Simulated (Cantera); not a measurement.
## SiH4 + H2O + N2 (silicon oxide and oxynitride deposition)

A closed system holds: 1 mol SiH4, a varied amount of H2O, 190 mol N2, at 1223.15 K and 13.5 Torr.

Cantera equilibrium calculation (NASA polynomials, part measured and part estimated; ideal gas, pure solids and liquids). Candidate condensed phases: H2O, Si, SiO2, Si2N2O, Si3N4; 35 gas species. N2 is the only nitrogen source here; it is nearly inert below about 1500 K, so the nitride shown seldom forms there in practice. Mutual solubility and eutectic melting of coexisting phases are not modelled. The tables hold silica as quartz up to 1696 K and as liquid above; real silica turns to tridymite and cristobalite and melts near 1996 K. Rates play no part.

```tsv
n(H2O) (mol)	x N2	x H2O	x H2	x H	x SiO	n Si2N2O(s)	n Si3N4(s)	n SiO2(β-quartz)
0.37	0.988	1.49e-11	0.0124	2.50e-7	1.78e-10	0.370	0.0867	0
1	0.984	1.51e-6	0.0156	2.80e-7	5.05e-8	0.333	0	0.333
1.7	0.981	1.85e-6	0.0191	3.11e-7	5.05e-8	0.100	0	0.800
2.4	0.977	0.00206	0.0206	3.22e-7	4.88e-11	0	0	1.00
3.1	0.974	0.00564	0.0205	3.22e-7	1.78e-11	0	0	1.00
3.7	0.971	0.00869	0.0204	3.21e-7	1.15e-11	0	0	1.00
4.4	0.967	0.0122	0.0204	3.21e-7	8.14e-12	0	0	1.00
5.1	0.964	0.0157	0.0203	3.20e-7	6.30e-12	0	0	1.00
5.8	0.961	0.0192	0.0202	3.20e-7	5.14e-12	0	0	1.00
6.4	0.958	0.0222	0.0202	3.19e-7	4.44e-12	0	0	1.00
7.1	0.954	0.0256	0.0201	3.19e-7	3.83e-12	0	0	1.00
7.8	0.951	0.0290	0.0200	3.18e-7	3.37e-12	0	0	1.00
```
x: gas mole fraction; n: condensed amount in mol.

At 0.37 mol H2O the condensed part is Si2N2O(s) + Si3N4(s). From 1 mol H2O to 1.7 mol H2O the condensed part is SiO2(β-quartz) + Si2N2O(s). From 2.4 mol H2O to 7.8 mol H2O the condensed part is SiO2(β-quartz).
